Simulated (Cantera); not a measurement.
An adiabatic, constant-volume homogeneous reactor starts with CH₃OH : O₂ : N₂ : H₂O = 1 : 0.682 : 2.56 : 0.29 (molar parts), equivalence ratio 2.2, at 1725 K and 28.0 bar.

Detailed kinetics in Cantera: GRI-Mech 3.0 (53 species, 325 reactions). GRI-Mech 3.0 was tuned for natural gas; its chemistry of methanol as a main component is partial and can be far from experiment. The pressure lies above the range GRI-Mech 3.0 was tuned for (to about 10 atm).

Task: Predict: time of steepest temperature rise; temperature at 8.00 s; equilibrium temperature; x(O₂) at 8.00 s; x(H₂O) at 8.00 s; x(CO₂) at 8.00 s; x(CH₃) at 8.00 s; x(O) at 8.00 s.

Result: 
| Item | Value |
|---|---|
| time of steepest temperature rise | 1.28 µs |
| temperature at 8.00 s | 2992 K |
| equilibrium temperature | 2992 K |
| x(O₂) at 8.00 s | 9.27e-5 (gas-phase equilibrium 9.27e-5) |
| x(H₂O) at 8.00 s | 0.243 (gas-phase equilibrium 0.243) |
| x(CO₂) at 8.00 s | 0.0324 (gas-phase equilibrium 0.0324) |
| x(CH₃) at 8.00 s | 3.13e-9 (gas-phase equilibrium 3.50e-9) |
| x(O) at 8.00 s | 0.000134 (gas-phase equilibrium 0.000134) |
